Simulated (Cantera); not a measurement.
Input (Python, Cantera) and output of one run.

```python
import numpy as np
import cantera as ct

gas_names = """
    C CO CO2 C2 C2O C3 C3O2 C4 C5 Cu CuO Cu2 O O2 O3
""".split()
cond_names = """
    C(gr) Cu(cr) Cu(L) CuO(s) Cu2O(s) Cu2O(L)
""".split()


# ... load() reads the species with a 1 bar reference pressure and builds the phases ...
atoms = {
    'Cu2O': {'Cu': 2, 'O': 1},
    'CO': {'C': 1, 'O': 1},
}
top_T = {'C(gr)': 4500, 'CuO(s)': 1390}  # K; cautious upper limits of use, not melting points


# ... equilibrate(T, P, feed) seeds the gas with the atoms and calls Mixture.equilibrate('TP', solver="vcs", rtol=1e-11, max_steps=5000) ...
results = []
feed = {'Cu2O': 1, 'CO': 4.2}  # mol
for P in [10, 68, 460, 3200, 22000, 150000, 1000000]:
    for T in [948, 1023, 1098, 1173, 1248, 1323, 1398, 1473, 1548, 1623, 1698, 1773, 1848, 1923]:
        mix = equilibrate(T, P, feed)
        results.append((T, P, feed, dict(zip(mix.species_names, mix.species_moles))))

for T, P, feed, n in results:
    print(f"{T:7g} {P:10.4g}  " + (" + ".join(c for c in cond_names if n.get(c, 0) > 1e-12) or "gas only"))
```

It prints:

```
    948         10  Cu(cr)
   1023         10  Cu(cr)
   1098         10  Cu(cr)
   1173         10  Cu(cr)
   1248         10  Cu(cr)
   1323         10  Cu(cr)
   1398         10  Cu(L)
   1473         10  Cu(L)
   1548         10  Cu(L)
   1623         10  gas only
   1698         10  gas only
   1773         10  gas only
   1848         10  gas only
   1923         10  gas only
    948         68  Cu(cr)
   1023         68  Cu(cr)
   1098         68  Cu(cr)
   1173         68  Cu(cr)
   1248         68  Cu(cr)
   1323         68  Cu(cr)
   1398         68  Cu(L)
   1473         68  Cu(L)
   1548         68  Cu(L)
   1623         68  Cu(L)
   1698         68  Cu(L)
   1773         68  gas only
   1848         68  gas only
   1923         68  gas only
    948        460  Cu(cr)
   1023        460  Cu(cr)
   1098        460  Cu(cr)
   1173        460  Cu(cr)
   1248        460  Cu(cr)
   1323        460  Cu(cr)
   1398        460  Cu(L)
   1473        460  Cu(L)
   1548        460  Cu(L)
   1623        460  Cu(L)
   1698        460  Cu(L)
   1773        460  Cu(L)
   1848        460  Cu(L)
   1923        460  gas only
    948       3200  Cu(cr)
   1023       3200  Cu(cr)
   1098       3200  Cu(cr)
   1173       3200  Cu(cr)
   1248       3200  Cu(cr)
   1323       3200  Cu(cr)
   1398       3200  Cu(L)
   1473       3200  Cu(L)
   1548       3200  Cu(L)
   1623       3200  Cu(L)
   1698       3200  Cu(L)
   1773       3200  Cu(L)
   1848       3200  Cu(L)
   1923       3200  Cu(L)
    948    2.2e+04  Cu(cr)
   1023    2.2e+04  Cu(cr)
   1098    2.2e+04  Cu(cr)
   1173    2.2e+04  Cu(cr)
   1248    2.2e+04  Cu(cr)
   1323    2.2e+04  Cu(cr)
   1398    2.2e+04  Cu(L)
   1473    2.2e+04  Cu(L)
   1548    2.2e+04  Cu(L)
   1623    2.2e+04  Cu(L)
   1698    2.2e+04  Cu(L)
   1773    2.2e+04  Cu(L)
   1848    2.2e+04  Cu(L)
   1923    2.2e+04  Cu(L)
    948    1.5e+05  C(gr) + Cu(cr)
   1023    1.5e+05  C(gr) + Cu(cr)
   1098    1.5e+05  Cu(cr)
   1173    1.5e+05  Cu(cr)
   1248    1.5e+05  Cu(cr)
   1323    1.5e+05  Cu(cr)
   1398    1.5e+05  Cu(L)
   1473    1.5e+05  Cu(L)
   1548    1.5e+05  Cu(L)
   1623    1.5e+05  Cu(L)
   1698    1.5e+05  Cu(L)
   1773    1.5e+05  Cu(L)
   1848    1.5e+05  Cu(L)
   1923    1.5e+05  Cu(L)
    948      1e+06  C(gr) + Cu(cr)
   1023      1e+06  C(gr) + Cu(cr)
   1098      1e+06  C(gr) + Cu(cr)
   1173      1e+06  Cu(cr)
   1248      1e+06  Cu(cr)
   1323      1e+06  Cu(cr)
   1398      1e+06  Cu(L)
   1473      1e+06  Cu(L)
   1548      1e+06  Cu(L)
   1623      1e+06  Cu(L)
   1698      1e+06  Cu(L)
   1773      1e+06  Cu(L)
   1848      1e+06  Cu(L)
   1923      1e+06  Cu(L)
```

Cantera equilibrium calculation (NASA polynomials, part measured and part estimated; ideal gas, pure solids and liquids).
